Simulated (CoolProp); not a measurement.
CF4 (R14) along the isotherm 226.85 °C: density (kg/m³) from the reference equation and from simpler models built on Tc = -45.8 °C, pc = 3762 kPa, ω = 0.178; each cubic takes its own stable root.

Model: reference Helmholtz-energy equation of state, Platzer 1990, in CoolProp. This equation is an older, rougher fit; its heat capacities, sound speeds and derivatives of the liquid may be far off and weren't checked against measurements.

| p (kPa) | phase | reference | ideal gas | Soave-Redlich-Kwong |
|---|---|---|---|---|
| 4180 | supercritical | 88.11 | 88.49 | 87.81 |
| 8360 | supercritical | 174.9 | 177.0 | 173.1 |
| 12500 | supercritical | 258.1 | 264.6 | 253.8 |
| 16700 | supercritical | 338.0 | 353.5 | 330.9 |
| 20900 | supercritical | 412.0 | 442.4 | 402.8 |
| 25100 | supercritical | 479.3 | 531.3 | 469.5 |
| 29300 | supercritical | 539.9 | 620.3 | 531.1 |
| 33400 | supercritical | 593.1 | 707.0 | 586.7 |
| 37600 | supercritical | 642.1 | 796.0 | 639.3 |
